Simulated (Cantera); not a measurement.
A perfectly stirred reactor is fed with CH4 : H2 : N2 = 0.003 : 1 : 0.00037 (molar parts), at 13300 Pa; it is held at 1975 K, and followed from long to short residence time.

Computed with Cantera and GRI-Mech 3.0 (53 species, 325 reactions). GRI-Mech 3.0 stops at C3 and has no aromatics, soot or wall deposition, so with more carbon than oxygen in the feed, carbon stays in small species such as C2H2 where larger ones or solid carbon would form.

Question: What does this change do: H2 1 to 0.1 parts?

Answer: 
```tsv
quantity	before	after
x(CH4) at τ = 0.480 s	0.000814	0.00280
x(H2) at τ = 0.480 s	0.994	0.977
x(C2H2) at τ = 0.480 s	0.00105	0.0126
x(CH3) at τ = 0.480 s	5.91e-5	0.000205
x(H) at τ = 0.480 s	0.00365	0.00362
x(CH4) at τ = 17.0 ms	0.00243	0.0129
x(H2) at τ = 17.0 ms	0.994	0.972
x(C2H2) at τ = 17.0 ms	0.000204	0.00735
x(CH3) at τ = 17.0 ms	0.000139	0.000841
x(H) at τ = 17.0 ms	0.00287	0.00321
```
